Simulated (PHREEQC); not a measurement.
Consider water at 35 °C with 0.0091 mol CdCl2, 0.00012 mol KCl and 8.2e-05 mol FeSO4 per kg of water. Closed to the air; pH follows from the charge balance.

Equilibrium calculation in PHREEQC: ion-association model, phreeqc.dat.

No solid was allowed to form.

**Question.** What pH, ionic strength does the model give?

**Answer.** pH 5.84; ionic strength 0.0192 mol/kgw.

**Question.** In which forms is S present?

**Answer.** SO4-2 66 %, CdSO4 33 % of the S.
